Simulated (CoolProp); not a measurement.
A simple Rankine cycle with R245fa: condensing at 303.15 K, boiler at 2.51 MPa, turbine inlet 421.7 K, turbine efficiency 0.75, pump efficiency 0.8, no recuperator. Each further row changes one setting.

Values from CoolProp's reference Helmholtz-energy equation of state, Akasaka 2015.

| case | thermal efficiency (%) | net work (kJ/kg) | heat in (kJ/kg) | turbine exit temperature (K) | volume ratio over the turbine |
|---|---|---|---|---|---|
| as stated | 13.8 | 37.7 | 273 | ? | ? |
| condensing temperature 295.15 K | 14.8 | 42.1 | 283 | ? | ? |
| boiler pressure 1.76 MPa | 12.5 | 35.8 | 287 | 368.3 | ? |
| turbine efficiency 0.65 | 11.9 | ? | 273 | ? | ? |

Task: What belongs in the gaps?

Result: 
- as stated, turbine exit temperature (K): 352.5
- as stated, volume ratio over the turbine: 16.7
- condensing temperature 295.15 K, turbine exit temperature (K): 347.2
- condensing temperature 295.15 K, volume ratio over the turbine: 22.2
- boiler pressure 1.76 MPa, volume ratio over the turbine: 10.5
- turbine efficiency 0.65, net work (kJ/kg): 32.4
- turbine efficiency 0.65, turbine exit temperature (K): 357.9
- turbine efficiency 0.65, volume ratio over the turbine: 17.0
